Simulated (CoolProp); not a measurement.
Vapour-liquid equilibrium of R152A (1) + methanol (2) at 0.0156 MPa; x and y are mole fractions of (1).

Model: multi-fluid Helmholtz-energy mixture model, Outcalt 1996 and de Reuck 1993; pair parameters Bell 2016, in CoolProp.

### Question
Give the bubble temperature and the first vapour's composition at x = 0.65, 0.8, 0.95. Is there an azeotrope?

### Answer
x = 0.65: -54.7 °C, y = 0.997; x = 0.8: -56.4 °C, y = 0.998; x = 0.95: -58.6 °C, y = 0.999. No azeotrope shows between x = 0.05 and 0.95.

Pair parameters are fitted to limited data, so mixtures are less certain than the pure fluids. With so large a gap from Raoult's law the liquid may split in two, which this calculation doesn't test in full.
